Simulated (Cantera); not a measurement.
A Cantera script and its output.

```python
import numpy as np
import cantera as ct

gas = ct.Solution("gri30.yaml")
gas.TPX = 1025, 110, {'C2H6': 1, 'N2': 27}
reactor = ct.IdealGasConstPressureReactor(gas, energy="off", clone=False)
net = ct.ReactorNet([reactor])
net.rtol, net.atol = 1e-08, 1e-18
show = ['C2H6', 'CH3', 'C2H', 'CH4', 'C2H2', 'HCN']
times = np.geomspace(0.0007, 40, 10)

steps = ct.SolutionArray(gas, extra=["t"])
rows = []
print(f"{'t/s':>10s}{'T/K':>9s}{'P/Pa':>11s}" + "".join(f"{s:>11s}" for s in show))
for t in times:
    while net.time < t:
        t_next = net.step()
        steps.append(gas.state, t=t_next)
    rows.append([np.interp(t, steps.t, y) for y in (steps.T, steps.P, *steps(*show).X.T)])
    print(f"{t:10.3e}{rows[-1][0]:9.1f}{rows[-1][1]:11.4g}" + "".join(f"{x:11.3e}" for x in rows[-1][2:]))
rate = np.gradient(steps.T, steps.t)
print("integrator steps:", len(steps.t))
if steps.T.max() > steps.T[0] + 200:
    print(f"time of steepest temperature rise: {steps.t[rate.argmax()]:.4e} s")
gas.TPX = 1025, 110, {'C2H6': 1, 'N2': 27}
gas.equilibrate("TP")
print(f"equilibrium (TP): T = {gas.T:.1f} K  " + "  ".join(f"{s} {gas[s].X[0]:.3e}" for s in show))
```

Output:

```
       t/s      T/K       P/Pa       C2H6        CH3        C2H        CH4       C2H2        HCN
 7.000e-04   1025.0        110  3.571e-02  5.178e-09  5.793e-40  5.264e-12  1.143e-23  3.521e-28
 2.364e-03   1025.0        110  3.571e-02  1.745e-08  2.419e-36  6.003e-11  1.446e-21  1.360e-26
 7.984e-03   1025.0        110  3.571e-02  5.844e-08  1.834e-32  6.793e-10  1.895e-19  5.388e-25
 2.696e-02   1025.0        110  3.571e-02  1.920e-07  1.617e-28  7.609e-09  3.675e-17  1.211e-22
 9.105e-02   1025.0        110  3.571e-02  5.925e-07  3.166e-24  8.174e-08  1.989e-14  2.654e-19
 3.075e-01   1025.0        110  3.571e-02  1.514e-06  7.916e-20  7.715e-07  1.556e-11  3.902e-16
 1.038e+00   1025.0        110  3.563e-02  3.378e-06  3.743e-16  5.944e-06  7.198e-09  1.094e-13
 3.507e+00   1025.0        110  3.489e-02  1.125e-05  1.562e-14  6.027e-05  9.234e-07  1.834e-12
 1.184e+01   1025.0        110  3.101e-02  1.636e-05  1.364e-13  4.658e-04  3.273e-05  7.016e-12
 4.000e+01   1025.0        110  1.918e-02  1.256e-05  6.462e-13  1.989e-03  4.277e-04  1.216e-11
integrator steps: 610
equilibrium (TP): T = 1025.0 K  C2H6 3.767e-08  CH3 3.046e-08  C2H 2.016e-13  CH4 3.260e-03  C2H2 1.569e-02  HCN 3.164e-02
```

Cantera simulation using GRI-Mech 3.0 (53 species, 325 reactions); the numbers are that mechanism's predictions, not measurements. GRI-Mech 3.0 stops at C3 and has no aromatics, soot or wall deposition, so with more carbon than oxygen in the feed, carbon stays in small species such as C2H2 where larger ones or solid carbon would form. Radical loss at walls, strong at low pressure, is not modelled.
